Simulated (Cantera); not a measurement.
What does this Cantera script print?

```python
import numpy as np
import cantera as ct

gas = ct.Solution("h2o2.yaml")
gas.TPX = 575, 1000000, {'H2': 1, 'O2': 0.357, 'N2': 1.34, 'H2O': 0.39}
flame = ct.FreeFlame(gas, width=0.008)
flame.set_refine_criteria(ratio=3, slope=0.08, curve=0.16)
flame.transport_model = "mixture-averaged"
flame.solve(loglevel=0, auto=True)
z, T = flame.grid, flame.T
thick = (T[-1] - T[0]) / np.gradient(T, z).max()
show = ['H2', 'O2', 'H2O', 'H', 'OH', 'HO2']
print(f"laminar burning velocity  {flame.velocity[0] * 100:.3f} cm/s")
print(f"burnt temperature         {T[-1]:.1f} K")
print(f"thermal thickness         {thick * 1e3:.4f} mm")
print(f"grid points               {len(z)}")
z0 = z[flame.heat_release_rate.argmax()]
print(f"{'z/mm':>9s}{'T/K':>9s}{'u/(m/s)':>9s}" + "".join(f"{s:>11s}" for s in show))
rows = []
for k in (-3, -2, -1.5, -1, -0.5, -0.25, 0, 0.25, 0.5, 1, 2, 4, 8):
    zz = z0 + k * thick
    rows.append([k * thick, np.interp(zz, z, T), np.interp(zz, z, flame.velocity),
                 *(np.interp(zz, z, flame.X[gas.species_index(s)]) for s in show)])
    print(f"{rows[-1][0] * 1e3:9.3f}{rows[-1][1]:9.1f}{rows[-1][2]:9.3f}" + "".join(f"{x:11.3e}" for x in rows[-1][3:]))
```

It prints:

```
laminar burning velocity  410.334 cm/s
burnt temperature         2249.2 K
thermal thickness         0.0244 mm
grid points               113
     z/mm      T/K  u/(m/s)         H2         O2        H2O          H         OH        HO2
   -0.073    575.1    4.102  3.236e-01  1.157e-01  1.264e-01  2.543e-13  1.230e-12  3.290e-08
   -0.049    575.5    4.100  3.226e-01  1.159e-01  1.266e-01  4.531e-12  2.192e-11  3.207e-07
   -0.037    577.2    4.099  3.202e-01  1.163e-01  1.272e-01  5.265e-11  2.566e-10  2.415e-06
   -0.024    589.2    4.138  3.114e-01  1.176e-01  1.295e-01  1.555e-09  7.227e-09  3.009e-05
   -0.012    727.2    4.902  2.741e-01  1.184e-01  1.472e-01  2.085e-05  2.551e-05  9.038e-04
   -0.006   1050.0    6.866  2.304e-01  1.042e-01  1.905e-01  1.126e-03  6.209e-04  1.606e-03
    0.000   1447.1    9.302  1.790e-01  7.335e-02  2.589e-01  6.579e-03  1.843e-03  7.982e-04
    0.006   1720.8   10.991  1.373e-01  4.133e-02  3.197e-01  1.333e-02  3.809e-03  3.510e-04
    0.012   1875.2   11.939  1.134e-01  2.116e-02  3.563e-01  1.665e-02  5.624e-03  1.558e-04
    0.024   2018.6   12.800  9.735e-02  6.203e-03  3.844e-01  1.595e-02  6.872e-03  3.988e-05
    0.049   2120.8   13.385  9.391e-02  1.491e-03  3.966e-01  1.100e-02  5.740e-03  9.456e-06
    0.098   2185.0   13.737  9.419e-02  4.531e-04  4.025e-01  6.353e-03  3.697e-03  2.677e-06
    0.196   2220.5   13.926  9.464e-02  1.352e-04  4.058e-01  3.409e-03  2.100e-03  6.110e-07
```

Model: the H2/O2 subset of GRI-Mech 3.0, which has no nitrogen chemistry, integrated in Cantera. The hydrogen kinetics of GRI-Mech 3.0 are dated; newer H2 mechanisms differ, most at raised pressure. Burning velocities carry a grid error of a few per cent, more on coarse grids.
